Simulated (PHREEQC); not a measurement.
Make-up at 25 °C: 0.00013 mol HNO3, 0.00063 mol K2SO4 and 8.5e-06 mol H3BO3 per kg of water. Closed to the air; pH follows from the charge balance.

Model: ion-association model, wateq4f.dat, run in PHREEQC.

No solid was allowed to form.

**Question.** Estimate the pH.

**Answer.** pH 3.93.
